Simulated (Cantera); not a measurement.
A closed system holds: 1 mol C3H6, 0.33 mol H2O, 0.29 mol N2, held at 9.75 Torr.

Equilibrium computed with Cantera from the NASA thermochemical tables; the gas is ideal and each condensed phase is pure. Candidate condensed phases: C, C6H6, C7H8, C8H18, H2O; 136 gas species. The numbers say what is thermodynamically allowed, not how fast it happens.

### Question
At 2073 K, list the 6 most abundant gas species with their mole fractions, and the condensed phases.

### Answer
H2 0.820, CO 0.0827, N2 0.0702, H 0.0209, HCN 0.00467, C2H2 (acetylene) 0.00101. Condensed: C(graphite).
